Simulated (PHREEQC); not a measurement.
PHREEQC input (ion-association model, wateq4f.dat):

```
SOLUTION_SPECIES
  PO4-3 + 3H+ = H3PO4  # constants of phreeqc.dat
    -log_k 21.721
    -delta_h -10.1 kJ
SOLUTION 1
  temp 80
  units mmol/kgw
  pH 7 charge
  S(6) 1.3
  Rb 2.6
SOLUTION 2
  temp 80
  units mmol/kgw
  pH 7 charge
  P 3.1
  S(6) 43
  Na 86
END
SELECTED_OUTPUT 1
  -reset false
  -pH true
  -pe true
  -ionic_strength true
  -water true
  -totals Na P Rb S S(-2) S(6)
  -molalities H+ Na+ PO4-3 Rb+ SO4-2 HPO4-2 H2PO4- NaHPO4- NaSO4- HSO4-
    H2S HS- S-2 O2 OH- H3PO4
  -equilibrium_phases Mirabilite
PRINT
  -reset false
MIX 1
  1 1
  2 0
EQUILIBRIUM_PHASES 1
  Mirabilite 0 0
  O2(g) -0.68 10
END
# ... the last block is repeated for the other 20 points of share of solution B
```

Selected output (columns that matter, 9 of 21 rows; share of solution B added in front):

```
share of solution B	pH	mu	Na	P	Rb	S	m_H+	m_Na+	m_Rb+	m_SO4-2	m_H2PO4-	m_NaSO4-	m_HSO4-	m_OH-
0	6.3754	0.0039003	0	0	0.0026	0.0013	4.5136e-07	0	0.0026	0.0012998	0	0	1.7464e-07	6.26e-07
0.1	3.9152	0.016048	0.0086	0.00031	0.00234	0.00547	0.0001371	0.0084326	0.00234	0.0051376	0.00030153	0.0001674	0.00016503	2.3223e-09
0.25	3.6837	0.033518	0.0215	0.000775	0.00195	0.011725	0.00024181	0.020801	0.00195	0.010525	0.00074188	0.00069902	0.00050109	1.4365e-09
0.4	3.5803	0.05048	0.0344	0.00124	0.00156	0.01798	0.00031328	0.032945	0.00156	0.015661	0.0011758	0.0014549	0.00086398	1.1727e-09
0.5	3.5337	0.061583	0.043	0.00155	0.0013	0.02215	0.00035245	0.040946	0.0013	0.018984	0.0014628	0.0020543	0.001112	1.0731e-09
0.6	3.4964	0.07255	0.0516	0.00186	0.00104	0.02632	0.00038737	0.048882	0.00104	0.022239	0.0017483	0.0027179	0.0013629	1.001e-09
0.75	3.4516	0.088781	0.0645	0.002325	0.00065	0.032575	0.0004341	0.060682	0.00065	0.027014	0.0021742	0.0038183	0.0017424	9.2191e-10
0.9	3.4156	0.10478	0.0774	0.00279	0.00026	0.03883	0.00047596	0.072371	0.00026	0.031676	0.0025978	0.0050292	0.0021245	8.6362e-10
1	3.3948	0.11534	0.086	0.0031	0	0.043	0.00050181	0.080109	0	0.034729	0.002879	0.0058913	0.0023801	8.3215e-10
```

Species that the database lacks are ignored. H3PO4, which wateq4f.dat lacks, is added to it with the constant of phreeqc.dat. At this temperature some constants are extrapolated from 25 °C, and those without enthalpy data are left unchanged.
